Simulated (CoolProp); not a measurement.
Toluene along the isobar 9.27 bar: density (kg/m³) from the reference equation and from simpler models built on Tc = 591.7 K, pc = 41.26 bar, ω = 0.266; each cubic takes its own stable root.

Model: reference Helmholtz-energy equation of state, Lemmon 2006, in CoolProp. It is a short technical equation, of lower accuracy than the large ones.

| T (K) | phase | reference |
|---|---|---|
| 254 | liquid | 903.6 |
| 277.8 | liquid | 881.7 |
| 301.7 | liquid | 859.6 |
| 325.5 | liquid | 837.3 |
| 349.4 | liquid | 814.4 |
| 373.2 | liquid | 791.0 |
| 397.1 | liquid | 766.5 |
| 420.9 | liquid | 740.8 |
| 444.8 | liquid | 713.1 |
| 468.6 | liquid | 683.0 |
| 492.5 | gas | 25.37 |
| 516.3 | gas | 23.31 |
| 540.2 | gas | 21.67 |
| 564 | gas | 20.33 |
| 587.9 | gas | 19.19 |

### Question
How far does each simpler model (Soave-Redlich-Kwong, Peng-Robinson) lie from the reference over these 15 states: mean and median of the absolute difference, and the worst?

### Answer
- Soave-Redlich-Kwong: mean 7.8 %, median 10.4 %, worst -12.2 % at 468.6 K and 9.27 bar
- Peng-Robinson: mean 0.7 %, median 0.5 %, worst -1.3 % at 492.5 K and 9.27 bar
